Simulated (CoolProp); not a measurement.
Saturated liquid density (kg/m³) of isopentane: the reference equation beside estimates from Tc = 187.2 °C, pc = 3378 kPa, ω = 0.227. Rackett uses Z = 0.29056 − 0.08775 ω.

The numbers come from the reference Helmholtz-energy equation of state, Lemmon 2006 in CoolProp. It is a short technical equation, of lower accuracy than the large ones.

```csv
T (°C),reference,Rackett,Redlich-Kwong
74.35,560.7,564.3,494.2
87.85,544.0,547.0,474.8
101.25,526.2,528.6,454.1
114.75,506.7,508.6,431.4
128.25,485.2,486.6,406.4
141.65,460.9,462.2,378.6
155.15,432.1,433.3,346.3
168.55,395.8,397.0,307.2
```

Absolute difference from the reference over all 8 rows, mean and median: Rackett 0.4 and 0.3 %, Redlich-Kwong 16.2 and 15.6 %.
